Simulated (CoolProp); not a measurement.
Vapour-liquid equilibrium of cyclohexane (1) + toluene (2) at 57.3 kPa; x and y are mole fractions of (1).

Computed with CoolProp (multi-fluid Helmholtz-energy mixture model, Zhou 2014 and Lemmon 2006; pair parameters Bell 2016).

```csv
x,bubble temperature (°C),y at the bubble point,dew temperature at overall composition x (°C),liquid density (mol/L)
0.05,88.5,0.139,90.6,8.683
0.2,81.1,0.426,87.1,8.720
0.35,75.7,0.602,83.2,8.739
0.5,71.7,0.723,78.9,8.747
0.65,68.6,0.817,74.2,8.751
0.8,65.9,0.897,69.1,8.753
0.95,63.6,0.974,64.3,8.759
```

No azeotrope shows between x = 0.05 and 0.95.

The pair parameters rest on a limited set of measurements; away from them the model extrapolates.
